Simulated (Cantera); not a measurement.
Feed: 1 mol V, 16 mol NH3, at 2048 K and 0.133 bar.

Equilibrium computed with Cantera from the NASA thermochemical tables; the gas is ideal and each condensed phase is pure. VN: taken at fixed stoichiometry. Condensed phases not in the tables: V2N. Rates play no part.

```csv
species,before,after
H2,0.757,0.622
N2,0.237,0.228
H,0.00534,0.122
V,1.17e-5,0.0284
"VN(s), mol",1.000,0
```
Gas species are given as mole fractions.

Problem. What was changed between the two runs?
A) temperature from 2048 K to 2425 K
B) temperature from 2048 K to 2698 K
C) pressure from 0.133 bar to 3.30e-6 bar
D) temperature from 2048 K to 898.15 K

Solution. B, temperature from 2048 K to 2698 K
